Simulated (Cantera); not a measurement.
## Ignition delay

Mixture: CO : H2 : O2 : N2 = 1 : 0.8 : 0.5 : 1.88 (molar parts), at 150000 Pa, adiabatic and at constant volume. Ignition delay is the time to a rise of 400 K.

Model: GRI-Mech 3.0 (53 species, 325 reactions), integrated in Cantera. Where the delays flatten at high temperature, the 400 K rule measures the pace of heat release, not the induction time.

| T0 (K) | delay (ms) |
|---|---|
| 1225 | 0.0339 |
| 1275 | 0.0266 |
| 1325 | 0.0217 |
| 1375 | 0.0181 |
| 1425 | 0.0155 |
| 1475 | 0.0136 |
| 1525 | 0.0122 |
| 1575 | 0.0111 |
| 1625 | 0.0103 |
